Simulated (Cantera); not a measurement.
**Premixed flame**

A freely propagating, adiabatic, planar premixed flame of H2 : O2 : N2 = 1 : 0.575 : 2.16 (molar parts), equivalence ratio 0.87, unburnt at 300 K and 170000 Pa; multicomponent transport, grid criteria slope 0.08 and curve 0.16, no radiation.

Cantera simulation using the H2/O2 subset of GRI-Mech 3.0, which has no nitrogen chemistry; the numbers are that mechanism's predictions, not measurements. Burning velocities carry a grid error of a few per cent, more on coarse grids.

```json
[
 {"z (mm)": "-0.520", "T (K)": "300", "u (m/s)": "1.80", "x H2": "0.268", "x O2": "0.154", "x H2O": "<1e-8", "x H2O2": "<1e-8", "x H": "<1e-8", "x OH": "<1e-8"},
 {"z (mm)": "-0.347", "T (K)": "300", "u (m/s)": "1.80", "x H2": "0.268", "x O2": "0.154", "x H2O": "6.24e-8", "x H2O2": "<1e-8", "x H": "<1e-8", "x OH": "<1e-8"},
 {"z (mm)": "-0.260", "T (K)": "300", "u (m/s)": "1.80", "x H2": "0.267", "x O2": "0.154", "x H2O": "5.23e-7", "x H2O2": "<1e-8", "x H": "<1e-8", "x OH": "<1e-8"},
 {"z (mm)": "-0.173", "T (K)": "301", "u (m/s)": "1.80", "x H2": "0.265", "x O2": "0.154", "x H2O": "1.54e-5", "x H2O2": "1.60e-7", "x H": "<1e-8", "x OH": "<1e-8"},
 {"z (mm)": "-0.0867", "T (K)": "336", "u (m/s)": "1.96", "x H2": "0.246", "x O2": "0.158", "x H2O": "0.00162", "x H2O2": "2.10e-5", "x H": "1.48e-7", "x OH": "5.62e-6"},
 {"z (mm)": "-0.0433", "T (K)": "616", "u (m/s)": "3.45", "x H2": "0.200", "x O2": "0.153", "x H2O": "0.0272", "x H2O2": "0.000135", "x H": "0.000801", "x OH": "0.000728"},
 {"z (mm)": "0", "T (K)": "1080", "u (m/s)": "5.88", "x H2": "0.131", "x O2": "0.125", "x H2O": "0.0973", "x H2O2": "4.50e-5", "x H": "0.00935", "x OH": "0.00183"},
 {"z (mm)": "0.0433", "T (K)": "1415", "u (m/s)": "7.62", "x H2": "0.0694", "x O2": "0.0814", "x H2O": "0.177", "x H2O2": "7.26e-6", "x H": "0.0203", "x OH": "0.00531"},
 {"z (mm)": "0.0867", "T (K)": "1609", "u (m/s)": "8.63", "x H2": "0.0384", "x O2": "0.0539", "x H2O": "0.223", "x H2O2": "3.60e-6", "x H": "0.0232", "x OH": "0.00925"},
 {"z (mm)": "0.173", "T (K)": "1800", "u (m/s)": "9.59", "x H2": "0.0242", "x O2": "0.0388", "x H2O": "0.249", "x H2O2": "1.72e-6", "x H": "0.0178", "x OH": "0.0127"},
 {"z (mm)": "0.347", "T (K)": "1963", "u (m/s)": "10.4", "x H2": "0.0188", "x O2": "0.0337", "x H2O": "0.264", "x H2O2": "8.99e-7", "x H": "0.0101", "x OH": "0.0133"},
 {"z (mm)": "0.693", "T (K)": "2091", "u (m/s)": "11.0", "x H2": "0.0129", "x O2": "0.0302", "x H2O": "0.277", "x H2O2": "5.55e-7", "x H": "0.00473", "x OH": "0.0119"},
 {"z (mm)": "1.39", "T (K)": "2178", "u (m/s)": "11.4", "x H2": "0.00756", "x O2": "0.0278", "x H2O": "0.287", "x H2O2": "3.77e-7", "x H": "0.00186", "x OH": "0.00956"}
]
```
x: mole fraction of selected species; z is measured from the peak of heat release.

The laminar burning velocity is 180 cm/s and the thermal thickness is 0.173 mm. The peak x(H2O2) is 0.000135. The peak x(H) is 0.0233 and the peak x(OH) is 0.0133. The grid points comes out as 114.
